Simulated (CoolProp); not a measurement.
The numbers come from the reference Helmholtz-energy equation of state, Span 2000 in CoolProp.

Problem. Give the vapour pressure (bar), vapour density (kg/m³), enthalpy of vaporisation (kJ/kg), liquid cp (kJ/(kg K)) of saturated nitrogen at 107.2 K.

Solution. 
| T (K) | p (bar) | vapour density (kg/m³) | enthalpy of vaporisation (kJ/kg) | liquid cp (kJ/(kg K)) |
|---|---|---|---|---|
| 107.2 | 12.4 | 52.0 | 143 | 2.58 |
